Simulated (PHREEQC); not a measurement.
**Alkaline etch or developer: speciation**

A solution holds 0.014 mol/kgw TMAH and 6.6e-05 mol/kgw Na2SiO3, at 25 °C. Closed to the air; pH follows from the charge balance.

Model: ion-association model, phreeqc.dat, run in PHREEQC.

No solid was allowed to form.

What pH does the model give?

pH 12.09.

In which forms is Si present?

H3SiO4- 89 %, H2SiO4-2 10 % of the Si.

(CH3)4N+ isn't in the database: it is added as a free cation with an ion size of 4 Å.
